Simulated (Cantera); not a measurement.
A closed system holds: 1 mol SiF4, 21 mol H2O, 38 mol N2, held at 0.100 bar.

Method: chemical equilibrium by Gibbs-energy minimisation in Cantera with the NASA 1993 tables (ideal gas, pure condensed phases). Candidate condensed phases: H2O, Si, SiO2, Si2N2O, Si3N4; 58 gas species. The tables hold silica as quartz up to 1696 K and as liquid above; real silica turns to tridymite and cristobalite and melts near 1996 K. Gases not in the tables: Si(OH)4. Equilibrium is a limit: real reactors are often held back by kinetics, nucleation or transport.

**Question.** Which condensed phases are stable at each of these points (T (°C)): 1377, 1402, 1427, 1452, 1477, 1502, 1527, 1552, 1577, 1602, 1627, 1652, 1677?

**Answer.** 
```
T (°C)  condensed phases  Si condensed (%)
------  ----------------  ----------------
1377      SiO2(β-quartz)             100.0
1402      SiO2(β-quartz)             100.0
1427     SiO2(condensed)             100.0
1452     SiO2(condensed)             100.0
1477     SiO2(condensed)             100.0
1502     SiO2(condensed)             100.0
1527     SiO2(condensed)             100.0
1552     SiO2(condensed)             100.0
1577     SiO2(condensed)             100.0
1602     SiO2(condensed)             100.0
1627     SiO2(condensed)             100.0
1652     SiO2(condensed)             100.0
1677     SiO2(condensed)             100.0
```

From 1377 °C to 1402 °C the condensed part is SiO2(β-quartz). From 1427 °C to 1677 °C the condensed part is SiO2(condensed).
